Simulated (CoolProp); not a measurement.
Properties of toluene along the isotherm 346.85 °C (Tc = 318.6 °C, pc = 41.26 bar, ω = 0.266).

Model: reference Helmholtz-energy equation of state, Lemmon 2006, in CoolProp. It is a short technical equation, of lower accuracy than the large ones.

| p (bar) | phase | isothermal compressibility (1/MPa) | conductivity (mW/(m K)) |
|---|---|---|---|
| 0.326 | gas | 30.75 | 43.5 |
| 0.742 | gas | 13.55 | 43.5 |
| 1.69 | gas | 5.996 | 43.5 |
| 3.85 | gas | ? | 43.5 |
| 8.75 | gas | ? | 43.7 |
| 19.9 | gas | ? | 44.5 |
| 45.3 | supercritical | 0.5116 | ? |
| 103 | supercritical | ? | 81.4 |

Q: Some entries are withheld; supply them.

A: 
- 3.85, isothermal compressibility (1/MPa): 2.679
- 8.75, isothermal compressibility (1/MPa): 1.231
- 19.9, isothermal compressibility (1/MPa): 0.6142
- 45.3, conductivity (mW/(m K)): 56.0
- 103, isothermal compressibility (1/MPa): 0.02752

Thermal conductivity comes from a separate model (Assael 2012).
